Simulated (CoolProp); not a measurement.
The fluoroketone C6F12O (FK-5-1-12) along the isotherm 432.8 K: Z from the reference equation and from simpler models built on Tc = 441.8 K, pc = 1.869 MPa, ω = 0.471; each cubic takes its own stable root.

The numbers come from the reference Helmholtz-energy equation of state, McLinden 2015 in CoolProp.

| p (MPa) | phase | reference |
|---|---|---|
| 0.312 | gas | 0.9345 |
| 0.623 | gas | 0.8623 |
| 0.935 | gas | 0.7784 |
| 1.25 | gas | 0.6725 |
| 1.87 | liquid | 0.1643 |
| 2.18 | liquid | 0.1854 |
| 2.49 | liquid | 0.2069 |
| 2.8 | liquid | 0.2284 |
| 3.12 | liquid | 0.2505 |
| 3.43 | liquid | 0.2718 |
| 3.74 | liquid | 0.2930 |
| 4.05 | liquid | 0.3140 |
| 4.36 | liquid | 0.3349 |
| 4.67 | liquid | 0.3557 |

Q: How far does each simpler model (Soave-Redlich-Kwong, Peng-Robinson) lie from the reference over these 14 states: mean and median of the absolute difference, and the worst?

A: 
- Soave-Redlich-Kwong: mean 12.2 %, median 14.1 %, worst +24.5 % at 432.8 K and 1.87 MPa
- Peng-Robinson: mean 3.6 %, median 2.2 %, worst +11.5 % at 432.8 K and 1.87 MPa
